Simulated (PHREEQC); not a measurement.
# Acid mine or pickling water (model solution)

Synthetic water in mmol/kgw, 25 °C, pH 2.62, pe 9.3: Na 9.29; K 0.075; Ca 0.681; Mg 0.0675; Cl 1.21; S(6) 7.11; F 0.00187; Br 0.0105.

Valence states are taken as typed.

Model: ion-association model, phreeqc.dat, run in PHREEQC.

Each row changes one thing in this solution. This is a speciation only: nothing precipitates in the calculation.

| case | ionic strength (mol/kgw) | SO4-2 (mol/kgw) | HSO4- (mol/kgw) | Ca+2 (mol/kgw) | Mg+2 (mol/kgw) | HF (mol/kgw) | SI of Gypsum (CaSO4:2H2O) | SI of Fluorite (CaF2) |
|---|---|---|---|---|---|---|---|---|
| as made | 0.0199 | 0.00584 | 0.000912 | 0.000500 | 4.58e-5 | 1.41e-6 | -1.42 | -5.74 |
| temperature from 25 to 60 °C at the same typed pH | (withheld) | 0.00494 | 0.00179 | 0.000494 | 3.62e-5 | (withheld) | (withheld) | (withheld) |
| all concentrations times 4 at the same typed pH | 0.0729 | 0.0227 | 0.00274 | 0.00159 | 0.000138 | 5.48e-6 | -0.62 | (withheld) |

Question: What belongs in the gaps?

Answer: 
- temperature from 25 to 60 °C at the same typed pH, ionic strength (mol/kgw): 0.0185
- temperature from 25 to 60 °C at the same typed pH, HF (mol/kgw): 1.60e-6
- temperature from 25 to 60 °C at the same typed pH, SI of Gypsum (CaSO4:2H2O): -1.44
- temperature from 25 to 60 °C at the same typed pH, SI of Fluorite (CaF2): -6.52
- all concentrations times 4 at the same typed pH, SI of Fluorite (CaF2): -4.19

Complexes and solids missing from the database can't appear. At this temperature some constants are extrapolated from 25 °C, and those without enthalpy data are left unchanged.
